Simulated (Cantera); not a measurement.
**Reactions in the system Cl-Li-N-O**

Source: NASA polynomial tables (part measured, part estimated), evaluated in Cantera. Values are per mole of reaction as written; species without (g) are pure solids or liquids, kept so even where they would boil at 1 bar.

N2O(g) + 2 LiCl(g) ⇌ Li2O + Cl2(g) + N2(g)

```
T (K)  ΔH° (kJ)  ΔS° (J/K)  ΔG° (kJ)  log10 K
-----  --------  ---------  --------  -------
300      -288.9     -193.2    -230.9    40.20
550      -284.8     -183.5    -183.9    17.46
600      -283.8     -181.8    -174.7    15.21
650      -282.8     -180.2    -165.7    13.31
700      -281.8     -178.7    -156.7    11.69
750      -280.7     -177.2    -147.8    10.29
```
